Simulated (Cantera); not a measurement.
What does this Cantera script print?

```python
import numpy as np
import cantera as ct

gas_names = """
    CL CL2 H HCL H2 N NH NH2 NH3 N2 N2H2 N2H4 Si SiCL SiCL2 SiCL3 SiCL4 SiH SiHCL3 SiH2 SiH2CL2 SiH3
    SiH3CL SiH4 SiN Si2 Si2N Si3
""".split()
cond_names = """
    NH4CL(a) NH4CL(b) Si(cr) Si(L) Si3N4(a)
""".split()


# ... load() reads the species with a 1 bar reference pressure and builds the phases ...
atoms = {
    'SiCl4': {'Si': 1, 'CL': 4},
    'NH3': {'N': 1, 'H': 3},
    'H2': {'H': 2},
}
top_T = {'Si3N4(a)': 2400}  # K; cautious upper limits of use, not melting points


# ... equilibrate(T, P, feed) seeds the gas with the atoms and calls Mixture.equilibrate('TP', solver="vcs", rtol=1e-11, max_steps=5000) ...
results = []
feed = {'SiCl4': 1, 'NH3': 1.7, 'H2': 0.38}  # mol
P = 133.322  # Pa
for T in [750, 850, 950, 1050, 1150, 1250, 1350, 1450, 1550, 1650, 1750, 1850, 1950, 2050]:
    mix = equilibrate(T, P, feed)
    results.append((T, P, feed, dict(zip(mix.species_names, mix.species_moles))))
    x = sorted(zip(gas.X, gas.species_names), reverse=True)
    print(f"T = {T:g} K  P = {P:g} Pa  gas = {mix.phase_moles(0):.4g} mol")
    print("   x: " + "  ".join(f"{s} {v:.3e}" for v, s in x if v > 1e-05))
    print("   condensed (mol): " + ("  ".join(f"{mix.phase(i).name} {mix.phase_moles(i):.4g}"
          for i in range(1, mix.n_phases) if mix.phase_moles(i) > 1e-12) or "none"))
```

It prints:

```
T = 750 K  P = 133.322 Pa  gas = 4.945 mol
   x: HCL 4.015e-01  H2 3.917e-01  N2 1.050e-01  SiCL4 1.018e-01  SiHCL3 4.494e-05
   condensed (mol): Si3N4(a) 0.1655
T = 850 K  P = 133.322 Pa  gas = 4.963 mol
   x: HCL 4.426e-01  H2 3.690e-01  N2 9.752e-02  SiCL4 9.074e-02  SiHCL3 1.255e-04  SiCL3 1.013e-05
   condensed (mol): Si3N4(a) 0.183
T = 950 K  P = 133.322 Pa  gas = 4.977 mol
   x: HCL 4.741e-01  H2 3.516e-01  N2 9.185e-02  SiCL4 8.212e-02  SiHCL3 2.793e-04  SiCL3 1.140e-04
   condensed (mol): Si3N4(a) 0.1964
T = 1050 K  P = 133.322 Pa  gas = 4.989 mol
   x: HCL 4.981e-01  H2 3.379e-01  N2 8.762e-02  SiCL4 7.483e-02  SiCL3 7.964e-04  SiHCL3 5.270e-04  SiCL2 1.536e-04
   condensed (mol): Si3N4(a) 0.2064
T = 1150 K  P = 133.322 Pa  gas = 5.012 mol
   x: HCL 5.138e-01  H2 3.272e-01  N2 8.553e-02  SiCL4 6.637e-02  SiCL3 3.810e-03  SiCL2 2.392e-03  SiHCL3 8.584e-04
   condensed (mol): Si3N4(a) 0.2107
T = 1250 K  P = 133.322 Pa  gas = 5.11 mol
   x: HCL 5.073e-01  H2 3.192e-01  N2 9.091e-02  SiCL4 4.870e-02  SiCL2 2.085e-02  SiCL3 1.191e-02  SiHCL3 1.090e-03  CL 1.016e-05
   condensed (mol): Si3N4(a) 0.1927
T = 1350 K  P = 133.322 Pa  gas = 5.404 mol
   x: HCL 4.396e-01  H2 3.220e-01  N2 1.157e-01  SiCL2 8.582e-02  SiCL4 1.833e-02  SiCL3 1.776e-02  SiHCL3 7.687e-04  CL 4.212e-05  H 3.704e-05
   condensed (mol): Si3N4(a) 0.1123
T = 1450 K  P = 133.322 Pa  gas = 5.729 mol
   x: H2 3.455e-01  HCL 3.313e-01  SiCL2 1.598e-01  N2 1.484e-01  SiCL3 1.143e-02  SiCL4 2.988e-03  SiHCL3 2.686e-04  H 1.523e-04  CL 1.189e-04
   condensed (mol): none
T = 1550 K  P = 133.322 Pa  gas = 5.76 mol
   x: HCL 3.390e-01  H2 3.389e-01  SiCL2 1.663e-01  N2 1.476e-01  SiCL3 6.454e-03  SiCL4 6.975e-04  H 5.022e-04  CL 4.009e-04  SiHCL3 8.576e-05  SiCL 3.770e-05
   condensed (mol): none
T = 1650 K  P = 133.322 Pa  gas = 5.776 mol
   x: HCL 3.411e-01  H2 3.360e-01  SiCL2 1.690e-01  N2 1.472e-01  SiCL3 3.774e-03  H 1.442e-03  CL 1.148e-03  SiCL4 1.850e-04  SiCL 1.353e-04  SiHCL3 3.060e-05  Si 2.757e-05
   condensed (mol): none
T = 1750 K  P = 133.322 Pa  gas = 5.794 mol
   x: HCL 3.406e-01  H2 3.335e-01  SiCL2 1.696e-01  N2 1.467e-01  H 3.679e-03  CL 2.897e-03  SiCL3 2.312e-03  SiCL 4.179e-04  Si 1.653e-04  SiCL4 5.601e-05  SiHCL3 1.213e-05
   condensed (mol): none
T = 1850 K  P = 133.322 Pa  gas = 5.828 mol
   x: HCL 3.379e-01  H2 3.296e-01  SiCL2 1.681e-01  N2 1.459e-01  H 8.470e-03  CL 6.599e-03  SiCL3 1.473e-03  SiCL 1.133e-03  Si 8.128e-04  SiCL4 1.900e-05  SiH 1.689e-05
   condensed (mol): none
T = 1950 K  P = 133.322 Pa  gas = 5.898 mol
   x: HCL 3.337e-01  H2 3.210e-01  SiCL2 1.625e-01  N2 1.441e-01  H 1.779e-02  CL 1.386e-02  Si 3.291e-03  SiCL 2.693e-03  SiCL3 9.622e-04  SiH 5.208e-05  SiN 1.342e-05
   condensed (mol): none
T = 2050 K  P = 133.322 Pa  gas = 6.046 mol
   x: HCL 3.297e-01  H2 3.026e-01  SiCL2 1.485e-01  N2 1.406e-01  H 3.418e-02  CL 2.756e-02  Si 1.060e-02  SiCL 5.449e-03  SiCL3 6.290e-04  SiH 1.288e-04  SiN 3.361e-05  Si2 2.258e-05
   condensed (mol): none
```

Equilibrium computed with Cantera from the NASA thermochemical tables; the gas is ideal and each condensed phase is pure. The tables' values for SiCl3, SiCl, SiN are old estimates; treat these amounts as uncertain.
